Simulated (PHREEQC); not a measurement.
Solution (20 °C): 1.3 mmol/kgw LiBr and 9.6 mmol/kgw KCl. Closed to the air; pH follows from the charge balance.

The numbers come from PHREEQC with the ion-association model, phreeqc.dat.

Precipitation was switched off in this run.

Problem. What specific conductance does the model give?

Solution. specific conductance 1310 µS/cm.
